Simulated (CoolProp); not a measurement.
Computed with CoolProp (reference Helmholtz-energy equation of state, Akasaka 2020).

Q: Give the vapour pressure (bar), liquid density (kg/m³), liquid cp (kJ/(kg K)) of saturated R1123 at -9.55, -4.35 °C.

A: 
```tsv
T (°C)	p (bar)	liquid density (kg/m³)	liquid cp (kJ/(kg K))
-9.55	8.12	1160	1.43
-4.35	9.53	1140	1.46
```
